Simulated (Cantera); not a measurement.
**Tantalum, niobium, vanadium and zirconium in process gases: V + O₂ + H₂**

Feed: 1 mol V, 0.11 mol O₂, 58 mol H₂, at 100000 Pa.

These are equilibrium values from Cantera (NASA tables, ideal gas, pure condensed phases), not measurements of a reactor. Candidate condensed phases: H₂O, V, VO, V₂O₃, V₂O₄, V₂O₅; 12 gas species. Each liquid is taken as pure. Mutual solubility and eutectic melting of coexisting phases are not modelled. VO: taken at fixed stoichiometry. Condensed phases not in the tables: N, O or C dissolved in the metal. Rates play no part.

| T (°C) | x H₂ | x H | x V | x H₂O | x VO | x VO₂ | n V(s) | n VO(s) | n VO(l) | n V(l) |
|---|---|---|---|---|---|---|---|---|---|---|
| 600 | 1.00 | 4.68e-11 | <1e-12 | 5.62e-10 | <1e-12 | <1e-12 | 0.780 | 0.220 | 0 | 0 |
| 750 | 1.00 | 4.14e-9 | <1e-12 | 2.04e-8 | <1e-12 | <1e-12 | 0.780 | 0.220 | 0 | 0 |
| 900 | 1.00 | 1.18e-7 | <1e-12 | 2.83e-7 | <1e-12 | <1e-12 | 0.780 | 0.220 | 0 | 0 |
| 1050 | 1.000 | 1.59e-6 | <1e-12 | 2.09e-6 | <1e-12 | <1e-12 | 0.780 | 0.220 | 0 | 0 |
| 1200 | 1.000 | 1.27e-5 | 4.20e-11 | 1.00e-5 | 2.43e-11 | <1e-12 | 0.781 | 0.219 | 0 | 0 |
| 1350 | 1.000 | 6.91e-5 | 1.96e-9 | 3.52e-5 | 1.33e-9 | 4.83e-11 | 0.782 | 0.218 | 0 | 0 |
| 1500 | 1.000 | 0.000284 | 4.72e-8 | 9.81e-5 | 3.58e-8 | 1.85e-9 | 0.786 | 0.214 | 0 | 0 |
| 1650 | 0.999 | 0.000941 | 6.85e-7 | 0.000230 | 5.61e-7 | 3.86e-8 | 0.793 | 0.207 | 0 | 0 |
| 1800 | 0.997 | 0.00263 | 6.68e-6 | 0.000462 | 5.67e-6 | 4.86e-7 | 0.806 | 0 | 0.193 | 0 |
| 1950 | 0.993 | 0.00638 | 4.65e-5 | 0.000701 | 3.37e-5 | 2.91e-6 | 0 | 0 | 0.177 | 0.818 |
| 2100 | 0.985 | 0.0139 | 0.000236 | 0.00107 | 0.000158 | 1.46e-5 | 0 | 0 | 0.147 | 0.830 |
| 2250 | 0.969 | 0.0274 | 0.000977 | 0.00154 | 0.000610 | 5.97e-5 | 0 | 0 | 0.0861 | 0.817 |
| 2400 | 0.943 | 0.0498 | 0.00342 | 0.00173 | 0.00165 | 0.000141 | 0 | 0 | 0 | 0.689 |
x: gas mole fraction; n: condensed amount in mol.

From 600 °C to 1650 °C the condensed part is V(s) + VO(s). At 1800 °C the condensed part is V(s) + VO(l). From 1950 °C to 2250 °C the condensed part is V(l) + VO(l). At 2400 °C the condensed part is V(l).
